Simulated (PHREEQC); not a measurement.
A solution holds 2.6 mmol/kgw CuSO4, 1.6 mmol/kgw HBF4 and 24 mmol/kgw H3BO3, at 20 °C. Closed to the air; pH follows from the charge balance.

The numbers come from PHREEQC with the ion-association model, phreeqc.dat.

Each row changes one thing in this solution. Precipitation was switched off in this run.

| case | pH | ionic strength (mol/kgw) | H3BO3 (mol/kgw) | Cu+2 (mol/kgw) | SO4-2 (mol/kgw) | HF (mol/kgw) |
|---|---|---|---|---|---|---|
| as made | 2.79 | 0.0104 | 0.0241 | 0.00220 | 0.00200 | 0.000970 |
| temperature from 20 to 30 °C | 2.81 | 0.0103 | 0.0242 | 0.00219 | 0.00196 | 0.00116 |
| temperature from 20 to 35 °C | 2.81 | 0.0102 | 0.0242 | 0.00218 | 0.00193 | 0.00127 |
| H3BO3 from 0.024 to 0.036 mol/kgw | 2.79 | 0.0104 | 0.0360 | 0.00220 | 0.00200 | 0.000876 |
| HBF4 from 0.0016 to 0.0008 mol/kgw | 3.01 | 0.00970 | 0.0241 | 0.00218 | 0.00206 | 0.000647 |
| diluted 100-fold with water | [?] | 0.000162 | 0.000256 | 2.59e-5 | 2.58e-5 | 4.68e-6 |
| HBF4 from 0.0016 to 0.016 mol/kgw | 1.88 | 0.0234 | 0.0243 | 0.00239 | 0.00136 | 0.00325 |
| H3BO3 left out | 2.80 | 0.0103 | [?] | 0.00218 | 0.00201 | 0.00216 |

Question: Some entries are withheld; supply them.

Answer: 
- diluted 100-fold with water, pH: 4.23
- H3BO3 left out, H3BO3 (mol/kgw): 0.000772

Real BF4- forms and hydrolyses slowly; the run takes it at equilibrium.
